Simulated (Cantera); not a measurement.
Mixture: H2 : O2 : N2 = 1 : 0.943 : 3.55 (molar parts), at 18.0 bar, adiabatic and at constant pressure. Ignition delay is the time to a rise of 400 K.

Model: the H2/O2 subset of GRI-Mech 3.0, which has no nitrogen chemistry, integrated in Cantera. The hydrogen kinetics of GRI-Mech 3.0 are dated; newer H2 mechanisms differ, most at raised pressure. The pressure lies above the range GRI-Mech 3.0 was tuned for (to about 10 atm). Where the delays flatten at high temperature, the 400 K rule measures the pace of heat release, not the induction time.

**Question.** Predict: delay at 1275 K; delay at 1375 K; delay at 1475 K; delay at 1575 K; delay at 1675 K; apparent activation energy between 1575 and 1675 K.

**Answer.** 
| Quantity | Value |
|---|---|
| delay at 1275 K | 25.3 µs |
| delay at 1375 K | 2.57 µs |
| delay at 1475 K | 1.17 µs |
| delay at 1575 K | 0.746 µs |
| delay at 1675 K | 0.544 µs |
| apparent activation energy between 1575 and 1675 K | 69 kJ/mol |
